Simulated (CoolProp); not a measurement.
Vapour-liquid equilibrium of propylene (1) + R22 (2) at 334 K; x and y are mole fractions of (1).

The numbers come from the multi-fluid Helmholtz-energy mixture model, Lemmon 2013 and Kamei 1995; pair parameters Bell 2016 in CoolProp.

```tsv
x	bubble pressure (MPa)	y at the bubble point	dew pressure at overall composition x (MPa)	liquid density (mol/L)
0.05	2.511	0.058	2.505	11.73
0.15	2.575	0.167	2.566	11.48
0.25	2.626	0.269	2.617	11.26
0.35	2.662	0.366	2.657	11.05
0.45	2.685	0.459	2.684	10.87
0.55	2.696	0.552	2.696	10.70
0.65	2.693	0.645	2.692	10.56
0.75	2.676	0.740	2.674	10.45
0.85	2.646	0.840	2.642	10.36
0.95	2.601	0.945	2.598	10.28
```

y crosses x between x = 0.55 and 0.65: the model has an azeotrope there.

Pair parameters are fitted to limited data, so mixtures are less certain than the pure fluids.
